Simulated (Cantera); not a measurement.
An isothermal, constant-pressure homogeneous reactor starts with H₂ : O₂ : N₂ = 1.1 : 1 : 1.6 (molar parts), equivalence ratio 0.55, at 1275 K and 0.380 bar.

Detailed kinetics in Cantera: the H2/O2 subset of GRI-Mech 3.0, which has no nitrogen chemistry. The temperature is held fixed by assumption; the heat of reaction is taken as removed at once.

One state of this run: x H₂ = 7.37e-7; x O₂ = 0.143; x O = 6.60e-7; x H = 8.61e-9; x HO₂ = 9.22e-8. x: mole fraction; the columns are a selection and need not sum to one.

Task: Which value of t (s) does it belong to?
A. 0.000412
B. 0.0228
C. 0.00307
D. 1.00e-6

Result: B, 0.0228
